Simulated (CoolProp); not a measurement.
A single-stage vapour-compression cycle with R404A: evaporating at 286.15 K (dew point), condensing at 325.15 K (bubble point), superheat 5 K, subcooling 8 K, compressor efficiency 0.75, no pressure losses. Each further row changes one setting.

Model: reference Helmholtz-energy equation of state, Lemmon 2003, in CoolProp. It is a pseudo-pure fit of the blend.

```csv
case,cooling COP,pressure ratio,discharge temperature (K),refrigerating effect (kJ/kg),volumetric capacity (kJ/m³)
as stated,4.22,2.72,339.6,111,4880
evaporating temperature 291.15 K,5.06,2.36,338.5,113,5780
condensing temperature 320.15 K,5.09,2.42,333.6,119,5250
subcooling 13 K,4.54,2.72,339.6,119,5260
superheat 15 K,4.28,2.72,348.9,122,5010
compressor efficiency 0.65,3.65,2.72,342.5,111,4880
```
